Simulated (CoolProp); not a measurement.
Acetone along the isotherm 276.85 °C: density (kg/m³) from the reference equation and from simpler models built on Tc = 235.0 °C, pc = 4692 kPa, ω = 0.307; each cubic takes its own stable root.

Values from CoolProp's reference Helmholtz-energy equation of state, Lemmon 2006. It is a short technical equation, of lower accuracy than the large ones.

```csv
p (kPa),phase,reference
148,gas,1.898
264,gas,3.411
469,gas,6.142
834,gas,11.20
1480,gas,20.83
2640,gas,40.86
4690,gas,90.54
8340,supercritical,318.8
14800,supercritical,462.5
26400,supercritical,535.2
46900,supercritical,597.1
```

Problem. How far does each simpler model (ideal gas, van der Waals, Redlich-Kwong, Peng-Robinson) lie from the reference over these 11 states: mean and median of the absolute difference, and the worst?

Solution. 
- ideal gas: mean 21.5 %, median 9.7 %, worst -66.8 % at 276.85 °C and 8340 kPa
- van der Waals: mean 12.3 %, median 2.1 %, worst -35.9 % at 276.85 °C and 46900 kPa
- Redlich-Kwong: mean 7.3 %, median 1.4 %, worst -21.4 % at 276.85 °C and 14800 kPa
- Peng-Robinson: mean 5.6 %, median 0.5 %, worst -20.6 % at 276.85 °C and 8340 kPa
